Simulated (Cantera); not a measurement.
An isothermal, constant-pressure homogeneous reactor starts with 28.6 % CH4, 34.3 % H2O, 37.1 % H2, at 1475 K and 0.286 atm.

Computed with Cantera and GRI-Mech 3.0 (53 species, 325 reactions).

x: mole fraction; the columns are a selection and need not sum to one.

```json
[
 {"t (s)": "0.000600", "x CH4": "0.286", "x H2O": "0.343", "x H2": "0.371", "x O": "<1e-12", "x CH3": "4.72e-5", "x C2H4": "4.20e-7"},
 {"t (s)": "0.00118", "x CH4": "0.286", "x H2O": "0.343", "x H2": "0.371", "x O": "1.32e-12", "x CH3": "7.46e-5", "x C2H4": "2.69e-6"},
 {"t (s)": "0.00232", "x CH4": "0.285", "x H2O": "0.343", "x H2": "0.372", "x O": "2.22e-12", "x CH3": "9.69e-5", "x C2H4": "1.39e-5"},
 {"t (s)": "0.00456", "x CH4": "0.285", "x H2O": "0.343", "x H2": "0.372", "x O": "3.12e-12", "x CH3": "0.000115", "x C2H4": "5.76e-5"},
 {"t (s)": "0.00896", "x CH4": "0.285", "x H2O": "0.343", "x H2": "0.372", "x O": "3.93e-12", "x CH3": "0.000129", "x C2H4": "0.000192"},
 {"t (s)": "0.0176", "x CH4": "0.284", "x H2O": "0.343", "x H2": "0.373", "x O": "4.24e-12", "x CH3": "0.000134", "x C2H4": "0.000478"},
 {"t (s)": "0.0346", "x CH4": "0.282", "x H2O": "0.342", "x H2": "0.374", "x O": "4.24e-12", "x CH3": "0.000133", "x C2H4": "0.000880"},
 {"t (s)": "0.0681", "x CH4": "0.278", "x H2O": "0.341", "x H2": "0.377", "x O": "4.16e-12", "x CH3": "0.000132", "x C2H4": "0.00125"},
 {"t (s)": "0.134", "x CH4": "0.271", "x H2O": "0.339", "x H2": "0.384", "x O": "3.99e-12", "x CH3": "0.000129", "x C2H4": "0.00144"},
 {"t (s)": "0.263", "x CH4": "0.258", "x H2O": "0.336", "x H2": "0.395", "x O": "3.71e-12", "x CH3": "0.000123", "x C2H4": "0.00156"},
 {"t (s)": "0.517", "x CH4": "…", "x H2O": "0.329", "x H2": "0.416", "x O": "3.30e-12", "x CH3": "…", "x C2H4": "…"},
 {"t (s)": "1.02", "x CH4": "0.199", "x H2O": "0.319", "x H2": "0.447", "x O": "2.83e-12", "x CH3": "9.82e-5", "x C2H4": "0.00219"},
 {"t (s)": "2.00", "x CH4": "0.153", "x H2O": "0.305", "x H2": "0.489", "x O": "2.41e-12", "x CH3": "7.85e-5", "x C2H4": "0.00289"}
]
```

Q: Some entries are withheld; supply them.

A: 
- 0.517, x CH4: 0.235
- 0.517, x CH3: 0.000113
- 0.517, x C2H4: 0.00177
